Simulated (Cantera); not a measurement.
A freely propagating, adiabatic, planar premixed flame of CH₄ : C₂H₆ : C₃H₈ : O₂ : N₂ = 1 : 0.52 : 0.067 : 3.78 : 16.6 (molar parts), unburnt at 423 K and 9.60 bar; mixture-averaged transport, grid criteria slope 0.08 and curve 0.16, no radiation.

Cantera simulation using GRI-Mech 3.0 (53 species, 325 reactions); the numbers are that mechanism's predictions, not measurements. Burning velocities carry a grid error of a few per cent, more on coarse grids.

Problem. What does this change do: N2 16.6 to 21 parts?

Solution. 
```
quantity                     before      after
------------------------  ---------  ---------
laminar burning velocity  24.2 cm/s  11.8 cm/s
thermal thickness         0.0878 mm   0.159 mm
peak x(O)                  0.000461   0.000121
```
